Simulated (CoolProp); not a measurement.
Vapour-liquid equilibrium of n-butane (1) + R245fa (2) at 67.65 °C; x and y are mole fractions of (1).

Model: multi-fluid Helmholtz-energy mixture model, Bücker 2006 and Akasaka 2015; pair parameters Bell 2016, in CoolProp.

```json
[
 {"x": "0.05", "bubble pressure (kPa)": "664.0", "y at the bubble point": "0.159", "dew pressure at overall composition x (kPa)": "598.6", "liquid density (mol/L)": "8.975"},
 {"x": "0.2", "bubble pressure (kPa)": "844.7", "y at the bubble point": "0.395", "dew pressure at overall composition x (kPa)": "691.4", "liquid density (mol/L)": "8.780"},
 {"x": "0.35", "bubble pressure (kPa)": "930.5", "y at the bubble point": "0.501", "dew pressure at overall composition x (kPa)": "806.4", "liquid density (mol/L)": "8.626"},
 {"x": "0.5", "bubble pressure (kPa)": "966.6", "y at the bubble point": "0.568", "dew pressure at overall composition x (kPa)": "929.4", "liquid density (mol/L)": "8.541"},
 {"x": "0.65", "bubble pressure (kPa)": "973.4", "y at the bubble point": "0.629", "dew pressure at overall composition x (kPa)": "969.7", "liquid density (mol/L)": "8.545"},
 {"x": "0.8", "bubble pressure (kPa)": "945.3", "y at the bubble point": "0.714", "dew pressure at overall composition x (kPa)": "894.7", "liquid density (mol/L)": "8.649"},
 {"x": "0.95", "bubble pressure (kPa)": "837.5", "y at the bubble point": "0.888", "dew pressure at overall composition x (kPa)": "797.3", "liquid density (mol/L)": "8.842"}
]
```

y crosses x between x = 0.5 and 0.65: the model has an azeotrope there.

Pair parameters are fitted to limited data, so mixtures are less certain than the pure fluids.
